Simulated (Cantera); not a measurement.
A closed system holds: 1 mol Ti, 0.039 mol H2O, 56 mol CO, held at 1198 K and 750 Torr.

Cantera equilibrium calculation (NASA polynomials, part measured and part estimated; ideal gas, pure solids and liquids). Candidate condensed phases: C, C6H6, C7H8, C8H18, H2O, Ti, TiC, TiO, TiO2, Ti2O3, Ti3O5, Ti4O7; 113 gas species. Equilibrium is a limit: real reactors are often held back by kinetics, nucleation or transport.

Base state: CO 0.981, CO2 0.0187, H2 0.000716, H2O 1.86e-5 (mole fractions); condensed: C(graphite) + TiO2(rutile).

### Question
What changes in the equilibrium state with this change: temperature from 1198 K to 1975 K?

### Answer
```tsv
species	before	after
CO	0.981	0.999
H2	0.000716	0.000685
CO2	0.0187	0.000241
H	5.09e-9	3.58e-5
H2O	1.86e-5	7.41e-7
C(graphite), mol	2.95	0
TiO2(rutile), mol	1.00	0
TiC(s), mol	0	0.590
Ti2O3(s), mol	0	0.205
```
Mutual solubility and eutectic melting of coexisting phases are not modelled. TiC: taken at fixed stoichiometry.
